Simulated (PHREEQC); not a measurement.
PHREEQC input (ion-association model, wateq4f.dat):

```
SOLUTION_MASTER_SPECIES
  An  An-  0  An  62.0  # stands for a non-complexing anion
SOLUTION_SPECIES
  An- = An-
    -log_k 0
    -gamma 3.0 0
PHASES
  Fix_H+
    H+ = H+
    -log_k 0
SOLUTION 1
  temp 25
  units mmol/kgw
  pH 7 charge
  S(6) 0.0034
  Na 300.007
  An 300
END
SELECTED_OUTPUT 1
  -reset false
  -pH true
  -pe true
  -ionic_strength true
  -water true
  -totals Na S S(-2) S(6)
  -molalities Hfo_wOH Hfo_wOH2+ Hfo_wO- Hfo_sOH Hfo_sOH2+ Hfo_sO- Hfo_wSO4- Hfo_wOHSO4-2
  -saturation_indices Mirabilite
USER_PUNCH 1
  -headings sigma psi
  10 PUNCH EDL("sigma", "Hfo"), EDL("psi", "Hfo")
PRINT
  -reset false
USE solution 1
SURFACE 1
  Hfo_wOH 0.00134831 600 0.6
  Hfo_sOH 3.37079e-05
EQUILIBRIUM_PHASES 1
  Fix_H+ -3 HAn 10
    -force_equality true
  O2(g) -0.68 10
END
# ... the last block is repeated for the other 12 points of pH, with NaOH or the acid as the point needs
```

Selected output (columns that matter, 13 of 13 rows; pH added in front):

```
pH	mu	Na	S	m_Hfo_wOH	m_Hfo_wOH2+	m_Hfo_wO-	m_Hfo_sOH	m_Hfo_sOH2+	m_Hfo_sO-	m_Hfo_wSO4-	m_Hfo_wOHSO4-2	si_Mirabilite	sigma	psi
3	0.30197	0.30001	2.45e-07	8.9836e-06	0.0013362	1.3837e-09	2.2512e-07	3.3483e-05	3.4674e-11	3.1137e-06	4.1341e-08	-7.619	0.36626	0.12527
3.67	0.30095	0.30001	2.5485e-07	3.9363e-05	0.0013058	2.7183e-08	9.8637e-07	3.2721e-05	6.8117e-10	2.9684e-06	1.7672e-07	-7.5927	0.35787	0.12418
4.33	0.30068	0.30001	3.1983e-07	0.00014122	0.0012036	3.7955e-07	3.5385e-06	3.016e-05	9.5106e-09	2.5007e-06	5.7942e-07	-7.4921	0.32962	0.12005
5	0.30052	0.30001	5.752e-07	0.00036003	0.00098244	3.0225e-06	9.0196e-06	2.4613e-05	7.572e-08	1.6388e-06	1.186e-06	-7.2366	0.26802	0.10968
5.67	0.30036	0.30001	1.358e-06	0.00062613	0.00070744	1.2695e-05	1.5677e-05	1.7713e-05	3.1786e-07	7.431e-07	1.2989e-06	-6.8633	0.18998	0.092696
6.33	0.30023	0.30001	2.5889e-06	0.00083832	0.00047531	3.3872e-05	2.0971e-05	1.189e-05	8.4731e-07	1.8093e-07	6.302e-07	-6.583	0.1209	0.071368
7	0.30013	0.30001	3.2482e-06	0.00096846	0.0003105	6.9199e-05	2.4214e-05	7.7635e-06	1.7302e-06	2.12e-08	1.3059e-07	-6.4844	0.06622	0.046379
7.67	0.30005	0.30001	3.3814e-06	0.0010256	0.00020523	0.00011742	2.5641e-05	5.1309e-06	2.9356e-06	1.7119e-09	1.6895e-08	-6.4669	0.024116	0.018856
8.33	0.30003	0.30005	3.398e-06	0.0010327	0.00013614	0.00017946	2.5818e-05	3.4034e-06	4.4866e-06	1.2584e-10	1.8853e-09	-6.4647	-0.011905	-0.009465
9	0.30012	0.30021	3.3998e-06	0.00099412	8.3704e-05	0.00027048	2.4853e-05	2.0926e-06	6.762e-06	8.6719e-12	2.034e-10	-6.4641	-0.051315	-0.037582
9.67	0.30026	0.30045	3.4e-06	0.00089125	4.4061e-05	0.00041299	2.2281e-05	1.1015e-06	1.0325e-05	6.0505e-13	2.417e-11	-6.4636	-0.10136	-0.063537
10.33	0.30063	0.30094	3.4e-06	0.00070763	1.8436e-05	0.00062223	1.7691e-05	4.609e-07	1.5556e-05	4.3597e-14	3.3047e-12	-6.4626	-0.16589	-0.086123
11	0.30193	0.30238	3.3999e-06	0.00045019	5.1997e-06	0.0008929	1.1255e-05	1.2999e-07	2.2323e-05	2.8525e-15	4.877e-13	-6.46	-0.24389	-0.10486
```

The oxide is taken as insoluble; below pH 4 it would dissolve.
